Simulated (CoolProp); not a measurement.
Vapour-liquid equilibrium of hydrogen sulfide (1) + n-butane (2) at 0.0265 MPa; x and y are mole fractions of (1).

Values from CoolProp's multi-fluid Helmholtz-energy mixture model, Lemmon 2006 and Bücker 2006; pair parameters Kunz 2012.

```csv
x,"bubble temperature, mixture model (K)","bubble temperature, Raoult's law (K)","y, mixture model","y, Raoult's law"
0.05,216.3,231.5,0.775,0.451
0.15,199.5,218.8,0.938,0.768
0.25,?,211.2,0.961,0.876
0.35,?,205.9,0.969,0.926
0.45,191.7,201.9,0.971,0.953
0.55,191.5,198.7,0.972,0.970
0.65,191.4,196.1,0.972,0.981
0.75,?,194.0,?,0.989
0.85,190.9,192.1,?,0.994
0.95,?,190.4,0.988,0.998
```

What belongs in the gaps?


- 0.25, bubble temperature, mixture model (K): 194.3
- 0.35, bubble temperature, mixture model (K): 192.4
- 0.75, bubble temperature, mixture model (K): 191.3
- 0.75, y, mixture model: 0.973
- 0.85, y, mixture model: 0.977
- 0.95, bubble temperature, mixture model (K): 190.2

The largest gap from Raoult's law is -19.3 K in bubble temperature, at x = 0.15. No azeotrope shows between x = 0.05 and 0.95.

Pair parameters are fitted to limited data, so mixtures are less certain than the pure fluids. With so large a gap from Raoult's law the liquid may split in two, which this calculation doesn't test in full.
